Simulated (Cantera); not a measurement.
A freely propagating, adiabatic, planar premixed flame of CH₄ : O₂ : N₂ = 1 : 2.33 : 6.7 (molar parts), equivalence ratio 0.86, unburnt at 548 K and 0.132 atm; mixture-averaged transport, grid criteria slope 0.08 and curve 0.16, no radiation.

Model: GRI-Mech 3.0 (53 species, 325 reactions), integrated in Cantera. Burning velocities carry a grid error of a few per cent, more on coarse grids.

Question: Predict: laminar burning velocity; thermal thickness; peak x(C₂H₆); peak x(CH₂CO); peak x(CH₂O).

Answer: 
* **laminar burning velocity**: 200 cm/s
* **thermal thickness**: 1.67 mm
* **peak x(C₂H₆)**: 0.000903
* **peak x(CH₂CO)**: 8.84e-5
* **peak x(CH₂O)**: 0.00131
